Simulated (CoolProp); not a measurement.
2000 sccm (0 °C, 1 atm) of nitrogen bubbles through liquid toluene at 331 K and leaves saturated at a total pressure of 0.15 MPa (ideal gas phase). Each further row changes one setting.

Computed with CoolProp (reference Helmholtz-energy equation of state, Lemmon 2006). It is a short technical equation, of lower accuracy than the large ones.

```json
[
 {"case": "as stated", "vapour pressure (kPa)": "17.0", "mole fraction of vapour": "0.113", "delivery (mg/min)": "1050", "delivery (sccm)": "256", "change of delivery for a bath 1 K warmer (%)": "4.6"},
 {"case": "bath temperature 336 K", "vapour pressure (kPa)": "20.7", "mole fraction of vapour": "0.138", "delivery (mg/min)": "1320", "delivery (sccm)": "321", "change of delivery for a bath 1 K warmer (%)": "4.6"},
 {"case": "total pressure 0.3 MPa", "vapour pressure (kPa)": "17.0", "mole fraction of vapour": "0.0567", "delivery (mg/min)": "494", "delivery (sccm)": "120", "change of delivery for a bath 1 K warmer (%)": "4.4"}
]
```
